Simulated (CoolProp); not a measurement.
Nitrous oxide along the isotherm 500 K: Z from the reference equation and from simpler models built on Tc = 309.5 K, pc = 7.245 MPa, ω = 0.161; each cubic takes its own stable root.

Values from CoolProp's reference Helmholtz-energy equation of state, Lemmon 2006. It is a short technical equation, of lower accuracy than the large ones.

```tsv
p (MPa)	phase	reference
1.21	gas	0.9898
2.41	gas	0.9798
3.62	gas	0.9701
4.83	gas	0.9605
6.04	gas	0.9513
7.24	gas	0.9424
8.45	supercritical	0.9338
9.66	supercritical	0.9255
10.9	supercritical	0.9174
12.1	supercritical	0.9100
13.3	supercritical	0.9031
14.5	supercritical	0.8966
15.7	supercritical	0.8907
16.9	supercritical	0.8854
18.1	supercritical	0.8806
```

### Question
How far does each simpler model (Pitzer virial, Soave-Redlich-Kwong) lie from the reference over these 15 states: mean and median of the absolute difference, and the worst?

### Answer
- Pitzer virial: mean 0.8 %, median 0.3 %, worst -3.0 % at 500 K and 18.1 MPa
- Soave-Redlich-Kwong: mean 2.1 %, median 1.9 %, worst +4.5 % at 500 K and 18.1 MPa
